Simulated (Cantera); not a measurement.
An isothermal, constant-pressure homogeneous reactor starts with N2O : H2 : N2 = 1 : 0.0083 : 2.5 (molar parts), at 1150 K and 920 Pa. Integrator tolerance rtol = 1e-08.

Detailed kinetics in Cantera: GRI-Mech 3.0 (53 species, 325 reactions). GRI-Mech 3.0 was tuned for natural gas; its chemistry of N2O as a main component is partial and can be far from experiment. Radical loss at walls, strong at low pressure, is not modelled. The mechanism lacks the step 2 NO + O2 → 2 NO2, which can matter for NO2 below about 1400 K. The temperature is held fixed by assumption; the heat of reaction is taken as removed at once.

**Question.** What does this change do: temperature 1150 to 1600 K?

**Answer.** 
| quantity | before | after |
|---|---|---|
| x(N2O) at 10.0 s | 0.276 (gas-phase equilibrium 7.81e-10) | 1.59e-6 (gas-phase equilibrium 9.44e-9) |
| x(H2) at 10.0 s | 1.83e-6 (gas-phase equilibrium 2.66e-10) | 4.76e-7 (gas-phase equilibrium 4.04e-7) |
| x(O) at 10.0 s | 7.82e-7 (gas-phase equilibrium 3.07e-8) | 4.67e-5 (gas-phase equilibrium 5.34e-5) |
| x(H2O) at 10.0 s | 0.00236 (gas-phase equilibrium 0.00207) | 0.00204 (gas-phase equilibrium 0.00204) |
| x(N2) at 10.0 s | 0.719 (gas-phase equilibrium 0.874) | 0.842 (gas-phase equilibrium 0.873) |
| x(H) at 10.0 s | 1.07e-9 (gas-phase equilibrium 1.28e-11) | 3.99e-7 (gas-phase equilibrium 3.63e-7) |

**Question.** What does this change do: temperature 1150 to 1373 K?

**Answer.** 
| quantity | before | after |
|---|---|---|
| x(N2O) at 10.0 s | 0.276 (gas-phase equilibrium 7.81e-10) | 0.0954 (gas-phase equilibrium 3.27e-9) |
| x(H2) at 10.0 s | 1.83e-6 (gas-phase equilibrium 2.66e-10) | 1.09e-7 (gas-phase equilibrium 1.83e-8) |
| x(O) at 10.0 s | 7.82e-7 (gas-phase equilibrium 3.07e-8) | 1.73e-5 (gas-phase equilibrium 2.27e-6) |
| x(H2O) at 10.0 s | 0.00236 (gas-phase equilibrium 0.00207) | 0.00216 (gas-phase equilibrium 0.00207) |
| x(N2) at 10.0 s | 0.719 (gas-phase equilibrium 0.874) | 0.806 (gas-phase equilibrium 0.874) |
| x(H) at 10.0 s | 1.07e-9 (gas-phase equilibrium 1.28e-11) | 7.46e-8 (gas-phase equilibrium 4.73e-9) |
